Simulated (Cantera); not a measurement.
An isothermal, constant-pressure homogeneous reactor starts with C2H6 : N2 = 1 : 190 (molar parts), at 1175 K and 0.0133 bar.

Cantera simulation using GRI-Mech 3.0 (53 species, 325 reactions); the numbers are that mechanism's predictions, not measurements. GRI-Mech 3.0 stops at C3 and has no aromatics, soot or wall deposition, so with more carbon than oxygen in the feed, carbon stays in small species such as C2H2 where larger ones or solid carbon would form. Radical loss at walls, strong at low pressure, is not modelled.

x: mole fraction; the columns are a selection and need not sum to one.

| t (s) | x C2H6 | x C2H4 | x HCN | x H | x CH4 | x CH3 | x H2 |
|---|---|---|---|---|---|---|---|
| 1.00e-6 | 0.00524 | <1e-12 | <1e-12 | <1e-12 | <1e-12 | 6.55e-10 | <1e-12 |
| 9.56e-6 | 0.00524 | <1e-12 | <1e-12 | <1e-12 | <1e-12 | 6.27e-9 | <1e-12 |
| 9.15e-5 | 0.00524 | 2.08e-12 | <1e-12 | 7.57e-12 | 3.01e-11 | ? | <1e-12 |
| 0.000875 | 0.00524 | ? | <1e-12 | 7.72e-10 | ? | ? | 4.48e-10 |
| 0.00837 | 0.00523 | 7.31e-7 | <1e-12 | 1.03e-7 | 2.44e-7 | 5.22e-6 | 6.29e-7 |
| 0.0800 | 0.00498 | 0.000224 | 1.38e-9 | 2.27e-6 | 1.84e-5 | 3.64e-5 | 0.000217 |
| 0.765 | 0.00161 | 0.00306 | 1.01e-8 | 4.41e-6 | 0.000423 | 3.04e-5 | 0.00347 |
| 7.32 | 3.92e-6 | 0.00223 | 1.33e-8 | 8.04e-7 | 0.000697 | 1.42e-6 | 0.00710 |
| 70.0 | 3.91e-8 | 0.00107 | 1.33e-8 | 9.82e-8 | 0.000697 | 1.53e-7 | 0.00826 |

Some entries are withheld; supply them.


- 9.15e-5, x CH3: 5.99e-8
- 0.000875, x C2H4: 1.16e-9
- 0.000875, x CH4: 2.74e-9
- 0.000875, x CH3: 5.70e-7
